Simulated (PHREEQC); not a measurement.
A solution holds 5.9 mol/kgw KOH, 0.16 mol/kgw CaCl2 and 0.055 mol/kgw KBr, at 28 °C. Closed to the air; pH follows from the charge balance.

All values are PHREEQC results (Pitzer model, pitzer.dat), not measurements.

The ionic strength comes out as 6.43 mol/kgw. What activity coefficients do K+, Cl-, Ca+2, Br-, OH- get?

K+ 1.1, Cl- 0.63, Ca+2 9.2e-5, Br- 0.46, OH- 3.9. Single-ion values are on the MacInnes scale.

No solid was allowed to form. Examples of supersaturated solids here: Portlandite. Others may be too. In brines, pH and single-ion activities rest on the MacInnes convention.
